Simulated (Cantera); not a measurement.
**Reactions in the system C-Pb-S**

Source: NASA polynomial tables (part measured, part estimated), evaluated in Cantera. Values are per mole of reaction as written; species without (g) are pure solids or liquids, kept so even where they would boil at 1 bar.

C + 2 PbS(g) → CS₂(g) + 2 Pb(g)

| T (K) | ΔH° (kJ) | ΔS° (J/K) | ΔG° (kJ) | log10 K |
|---|---|---|---|---|
| 300 | 243.8 | 80.2 | 219.7 | -38.25 |
| 2100 | 255.2 | 92.2 | 61.6 | -1.53 |
| 2175 | 256.3 | 92.7 | 54.6 | -1.31 |
| 2250 | 257.3 | 93.2 | 47.7 | -1.11 |
| 2325 | 258.5 | 93.7 | 40.7 | -0.91 |
| 2400 | 259.7 | 94.2 | 33.6 | -0.73 |
| 2475 | 261.1 | 94.8 | 26.5 | -0.56 |
| 2550 | 262.4 | 95.3 | 19.4 | -0.40 |
| 2625 | 263.9 | 95.9 | 12.2 | -0.24 |
| 2700 | 265.4 | 96.5 | 5.0 | -0.10 |
